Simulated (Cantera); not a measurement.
Feed: 1 mol Pb, 0.013 mol O₂, a varied amount of N₂, equilibrated at 13.3 mbar.

Equilibrium computed with Cantera from the NASA thermochemical tables; the gas is ideal and each condensed phase is pure. Candidate condensed phases: Pb, PbO, PbO₂, Pb₃O₄; 12 gas species. Each liquid is taken as pure. Mutual solubility and eutectic melting of coexisting phases are not modelled. Rates play no part.

Q: What condenses at these points (T in K, n(N₂) in mol): (1098, 4.8); (1473, 2.7); (873, 0.27); (1473, 0.27); (1323, 1.5); (1473, 4.8)?

A: 
```tsv
T (K)	n(N₂) in mol	condensed phases	Pb condensed (%)
1098	4.8	Pb + PbO	95.5
1473	2.7	gas only	0.0
873	0.27	Pb + PbO	100.0
1473	0.27	gas only	0.0
1323	1.5	Pb	42.7
1473	4.8	gas only	0.0
```
